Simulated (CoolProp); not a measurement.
Properties of carbon monoxide along the isobar 4.18 MPa.

The numbers come from the reference Helmholtz-energy equation of state, Lemmon 2006 in CoolProp. It is a short technical equation, of lower accuracy than the large ones.

| T (K) | phase | density (kg/m³) | cv (kJ/(kg K)) | isothermal compressibility (1/MPa) | expansivity (1/kK) |
|---|---|---|---|---|---|
| 92.3 | liquid | 757.2 | 1.082 | 0.004048 | 5.915 |
| 108.8 | liquid | 675.6 | 1.007 | 0.008361 | 8.246 |
| 125.4 | liquid | 560.8 | 0.9737 | 0.02904 | 16.36 |
| 142 | supercritical | 182.8 | 0.9941 | 0.5706 | 48.71 |
| 158.6 | supercritical | (withheld) | 0.8318 | 0.3313 | 15.84 |
| 175.2 | supercritical | 97.18 | 0.7964 | 0.2883 | 10.48 |
| 191.7 | supercritical | (withheld) | 0.7799 | 0.2695 | 8.099 |
| 208.3 | supercritical | 73.95 | 0.7703 | 0.2590 | 6.704 |
| 224.9 | supercritical | 66.70 | 0.7643 | 0.2524 | 5.775 |
| 241.5 | supercritical | 60.96 | 0.7602 | 0.2480 | 5.104 |
| 258.1 | supercritical | 56.26 | (withheld) | 0.2448 | 4.593 |
| 274.6 | supercritical | 52.33 | (withheld) | 0.2425 | 4.189 |
| 291.2 | supercritical | 48.95 | 0.7543 | 0.2408 | 3.857 |

Some entries are withheld; supply them.


- 158.6, density (kg/m³): 120.0
- 191.7, density (kg/m³): 83.54
- 258.1, cv (kJ/(kg K)): 0.7575
- 274.6, cv (kJ/(kg K)): 0.7556
